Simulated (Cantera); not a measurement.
An isothermal, constant-pressure homogeneous reactor starts with 10.9 % H₂, 19.4 % O₂, 69.8 % N₂, equivalence ratio 0.28, at 1300 K and 518 Torr.

Model: the H2/O2 subset of GRI-Mech 3.0, which has no nitrogen chemistry, integrated in Cantera. The temperature is held fixed by assumption; the heat of reaction is taken as removed at once.

x: mole fraction; the columns are a selection and need not sum to one.

```
t (s)        x H₂   x O₂      x O  x H₂O       x H      x OH    x HO₂
--------  -------  -----  -------  -----  --------  --------  -------
0.000900      ___  0.147  4.17e-5  0.115   2.48e-6  0.000254  3.20e-6
0.00200       ___  0.147  1.11e-5  0.115   3.34e-7  0.000133  9.27e-7
0.00446       ___  0.148  3.60e-6  0.115   6.06e-8   7.56e-5  3.11e-7
0.00993       ___  0.148  1.34e-6  0.115   1.36e-8   4.60e-5  1.20e-7
0.0221        ___  0.148  5.43e-7  0.115   3.52e-9   2.92e-5  5.51e-8
0.0492        ___  0.148  2.40e-7  0.115   1.05e-9   1.94e-5  3.34e-8
0.110         ___  0.148  1.24e-7  0.115  4.08e-10   1.39e-5  2.81e-8
0.244     3.30e-8  0.148  8.73e-8  0.115  2.56e-10   1.17e-5  2.80e-8
0.544     3.14e-8  0.148  8.24e-8  0.115  2.38e-10   1.13e-5  2.81e-8
1.21      3.14e-8  0.148  8.23e-8  0.115  2.38e-10   1.13e-5  2.81e-8
2.69      3.14e-8  0.148  8.23e-8  0.115  2.38e-10   1.13e-5  2.81e-8
6.00      3.14e-8  0.148  8.23e-8  0.115  2.38e-10   1.13e-5  2.81e-8
```

### Question
Complete the blanks.

### Answer

- 0.000900, x H₂: 2.76e-5
- 0.00200, x H₂: 5.91e-6
- 0.00446, x H₂: 1.58e-6
- 0.00993, x H₂: 5.21e-7
- 0.0221, x H₂: 1.99e-7
- 0.0492, x H₂: 8.58e-8
- 0.110, x H₂: 4.49e-8
